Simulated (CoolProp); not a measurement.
Model: reference Helmholtz-energy equation of state, Thol 2021, in CoolProp.

Task: For chlorine, give the phase and the cp (kJ/(kg K)) at 358.2 K and 324 kPa.

Result: 
- 358.2 K and 324 kPa: gas; cp 0.512
